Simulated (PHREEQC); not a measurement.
A made-up water analysis in mg/L, 25 °C, pH 2.57, pe 12.1:

| constituent | mg/L |
|---|---|
| Na | 95.3 |
| K | 2.93 |
| Ca | 125 |
| Mg | 47.9 |
| Cl | 30.5 |
| S(6) as SO4 | 1140 |
| Zn | 0.113 |
| Al | 53.7 |
| Ni | 3.63 |
| O(0) (dissolved oxygen) | 0.102 |
| Sr | 0.292 |
| Br | 1.32 |

Valence states are taken as typed.

All values are PHREEQC results (ion-association model, wateq4f.dat), not measurements.

Precipitation was switched off in this run.

Question: Order these Ca species by the share of Ca that they hold, largest first: Ca+2, CaHSO4+, CaSO4.

Answer: Ca+2 (70 %), CaSO4 (29 %), CaHSO4+ (0.54 %)

The pH is 2.57 and the ionic strength 0.0285 mol/kgw.
